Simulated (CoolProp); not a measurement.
The numbers come from the reference Helmholtz-energy equation of state, Span 2000 in CoolProp.

Task: For nitrogen, give the phase and the cp (kJ/(kg K)), speed of sound (m/s), Joule-Thomson coefficient (K/MPa), conductivity (mW/(m K)) at 129.6 K and 1.01 bar; 277.4 K and 1.01 bar.

Result: 
- 129.6 K and 1.01 bar: gas; cp 1.05, speed of sound 231, Joule-Thomson coefficient 10.0, conductivity 12.2
- 277.4 K and 1.01 bar: gas; cp 1.04, speed of sound 340, Joule-Thomson coefficient 2.50, conductivity 24.3

Thermal conductivity comes from a separate model (Lemmon 2004).
